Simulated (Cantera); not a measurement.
A perfectly stirred reactor is fed with CH4 : CO2 = 1 : 0.31 (molar parts), at 14.8 atm; it is held at 2173 K, and followed from long to short residence time.

Computed with Cantera and GRI-Mech 3.0 (53 species, 325 reactions). GRI-Mech 3.0 stops at C3 and has no aromatics, soot or wall deposition, so with more carbon than oxygen in the feed, carbon stays in small species such as C2H2 where larger ones or solid carbon would form. The pressure lies above the range GRI-Mech 3.0 was tuned for (to about 10 atm).

Task: What does this change do: CH4 1 to 5.9 parts?

Result: 
```
quantity                 before     after
---------------------  --------  --------
x(CH4) at τ = 29.0 s     0.0151    0.0241
x(CO2) at τ = 29.0 s    1.52e-6   7.28e-8
x(O2) at τ = 29.0 s      <1e-12    <1e-12
x(O) at τ = 29.0 s     3.87e-12    <1e-12
x(CO) at τ = 29.0 s       0.241    0.0514
x(CH4) at τ = 0.470 s    0.0152    0.0243
x(CO2) at τ = 0.470 s   2.81e-5   2.07e-6
x(O2) at τ = 0.470 s     <1e-12    <1e-12
x(O) at τ = 0.470 s    3.05e-11  3.14e-12
x(CO) at τ = 0.470 s      0.241    0.0514
```
